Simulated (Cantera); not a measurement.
A closed system holds: 1 mol SiCl4, 1.5 mol NH3, 0.87 mol H2, held at 260 Pa.

Equilibrium computed with Cantera from the NASA thermochemical tables; the gas is ideal and each condensed phase is pure. Candidate condensed phases: NH4Cl, Si, Si3N4; 28 gas species. Gases not in the tables: Si2H6 and higher silanes. Equilibrium is a limit: real reactors are often held back by kinetics, nucleation or transport.

Question: Which condensed phases are stable at each of these points (T (K)): 1148, 1248, 1348, 1448, 1548, 1648, 1748, 1848, 1948, 2048, 2148?

Answer: 
```
T (K)  condensed phases  Si condensed (%)
-----  ----------------  ----------------
1148           Si3N4(s)              62.1
1248           Si3N4(s)              59.2
1348           Si3N4(s)              41.7
1448           Si3N4(s)               7.5
1548           gas only               0.0
1648           gas only               0.0
1748           gas only               0.0
1848           gas only               0.0
1948           gas only               0.0
2048           gas only               0.0
2148           gas only               0.0
```

From 1148 K to 1448 K the condensed part is Si3N4(s). From 1548 K to 2148 K nothing is condensed.
